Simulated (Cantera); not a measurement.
A perfectly stirred reactor is fed with C3H8 : H2 = 1 : 13 (molar parts), at 100000 Pa; it is held at 1975 K, and followed from long to short residence time.

Detailed kinetics in Cantera: GRI-Mech 3.0 (53 species, 325 reactions). GRI-Mech 3.0 was tuned for natural gas; its chemistry of propane as a main component is partial and can be far from experiment. GRI-Mech 3.0 stops at C3 and has no aromatics, soot or wall deposition, so with more carbon than oxygen in the feed, carbon stays in small species such as C2H2 where larger ones or solid carbon would form.

x: mole fraction; the columns are a selection and need not sum to one.

```csv
τ (s),x C3H8,x H2,x CH2,x C2H2,x H,x CH3
16,5.96e-9,0.908,2.39e-7,0.0857,0.00131,0.000130
3.1,3.06e-8,0.908,2.51e-7,0.0856,0.00131,0.000136
0.59,?,0.907,?,0.0852,0.00132,?
0.11,?,0.905,?,0.0836,0.00132,?
0.021,4.49e-6,0.900,9.36e-7,0.0799,0.00135,0.000532
0.0041,2.26e-5,0.890,1.82e-6,0.0732,0.00142,0.00104
0.00077,0.000112,0.879,3.58e-6,0.0640,0.00165,0.00192
```

Q: Fill in the missing entries.

A: 
- 0.59, x C3H8: 1.60e-7
- 0.59, x CH2: 3.04e-7
- 0.59, x CH3: 0.000166
- 0.11, x C3H8: 8.60e-7
- 0.11, x CH2: 4.88e-7
- 0.11, x CH3: 0.000271
